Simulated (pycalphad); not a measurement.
Phase fractions of Ti-10.68Hf-0.05633B (wt.%)

Computed with pycalphad from the COST 507 light-alloy database (1999), at 1 atm. The data set is of 1999 and partly superseded. Amounts are mole fractions of atoms. Diffusion is slow at the low end, where real alloys seldom reach equilibrium.

| T (K) | liquid | bcc | BM | hcp |
|---|---|---|---|---|
| 1950 | 1.000 | - | - | - |
| 1850 | 0.028 | 0.972 | - | - |
| 1750 | - | 0.999 | 0.001 | - |
| 1650 | - | 0.999 | 0.001 | - |
| 1550 | - | 0.998 | 0.002 | - |
| 1450 | - | 0.998 | 0.002 | - |
| 1350 | - | 0.998 | 0.002 | - |
| 1250 | - | 0.997 | 0.003 | - |
| 1150 | - | 0.997 | 0.003 | - |
| 1050 | - | - | 0.003 | 0.997 |
| 950 | - | - | 0.004 | 0.996 |
| 850 | - | - | 0.004 | 0.996 |
| 750 | - | - | 0.005 | 0.995 |
| 650 | - | - | 0.005 | 0.995 |
| 550 | - | - | 0.005 | 0.995 |

Database names, with the compositions (at.%) that they take in these runs: BM: Ti 50 B 50.
